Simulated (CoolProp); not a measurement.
Vapour pressure (kPa) of oxygen: the reference equation beside estimates from Tc = 154.6 K, pc = 5046 kPa, ω = 0.022.

Computed with CoolProp (reference Helmholtz-energy equation of state, Schmidt 1985).

| T (K) | reference | Lee-Kesler | Soave-Redlich-Kwong |
|---|---|---|---|
| 96.3 | 183.9 | 182.7 | 181.3 |
| 101.3 | 282.9 | 282.0 | 280.7 |
| 106.3 | 417.2 | 416.9 | 416.3 |
| 111.3 | 593.7 | 594.0 | 595.0 |
| 116.4 | 824.5 | 825.2 | 829.3 |
| 121.4 | 1108 | 1108 | 1118 |
| 126.4 | 1455 | 1455 | 1471 |
| 131.5 | 1883 | 1882 | 1907 |
| 136.5 | 2384 | 2381 | 2416 |

Absolute difference from the reference over all 9 rows, mean and median: Lee-Kesler 0.2 and 0.1 %, Soave-Redlich-Kwong 0.9 and 0.9 %.
